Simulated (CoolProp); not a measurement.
Vapour-liquid equilibrium of R134a (1) + R1234yf (2) at 341.3 K; x and y are mole fractions of (1).

Model: multi-fluid Helmholtz-energy mixture model, Tillner-Roth 1994 and Lemmon 2022; pair parameters Bell 2022, in CoolProp.

| x | bubble pressure (bar) | y at the bubble point | dew pressure at overall composition x (bar) | liquid density (mol/L) |
|---|---|---|---|---|
| 0.05 | 19.84 | (withheld) | 19.83 | 7.905 |
| 0.125 | (withheld) | 0.135 | 20.07 | 8.009 |
| 0.2 | 20.32 | (withheld) | 20.29 | 8.121 |
| 0.275 | 20.50 | 0.287 | 20.48 | 8.241 |
| 0.35 | (withheld) | 0.361 | 20.63 | 8.369 |
| 0.425 | 20.75 | 0.433 | 20.74 | 8.506 |
| 0.5 | 20.82 | 0.505 | 20.82 | 8.652 |
| 0.575 | 20.85 | (withheld) | 20.85 | 8.807 |
| 0.65 | 20.85 | 0.648 | 20.85 | 8.972 |
| 0.725 | 20.81 | 0.720 | 20.80 | 9.147 |
| 0.8 | 20.72 | 0.794 | 20.72 | 9.331 |
| 0.875 | 20.60 | 0.869 | 20.59 | 9.526 |
| 0.95 | 20.44 | 0.947 | 20.43 | 9.731 |

Fill in the missing entries.


- 0.05, y at the bubble point: 0.055
- 0.125, bubble pressure (bar): 20.10
- 0.2, y at the bubble point: 0.212
- 0.35, bubble pressure (bar): 20.65
- 0.575, y at the bubble point: 0.576

y crosses x between x = 0.575 and 0.65: the model has an azeotrope there.

The pair parameters rest on a limited set of measurements; away from them the model extrapolates.
